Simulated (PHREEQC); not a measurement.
**Leach liquor: an equilibrium model**

Make-up at 85 °C: 0.088 mol HCl, 0.055 mol CuSO4 and 0.031 mol Na2SO4 per kg of water. Closed to the air; pH follows from the charge balance.

Model: ion-association model, phreeqc.dat, run in PHREEQC.

```json
{
 "pH": "1.65",
 "ionic_strength": "0.208 mol/kgw",
 "density": "0.981 g/cm³",
 "total_alkalinity": "-88.0 meq/kg"
}
```

| species | molality | activity | log γ |
|---|---|---|---|
| Cl- | 0.0697 | 0.0477 | -0.165 |
| Na+ | 0.0603 | 0.0432 | -0.145 |
| HSO4- | 0.0590 | 0.0423 | -0.145 |
| H+ | 0.0290 | 0.0225 | -0.110 |
| Cu+2 | 0.0282 | 0.00802 | -0.547 |
| CuCl+ | 0.0173 | 0.0119 | -0.163 |

This is a speciation only: nothing precipitates in the calculation. Away from 25 °C the constants follow the database's enthalpies or fits; those with neither stay at their 25 °C values.
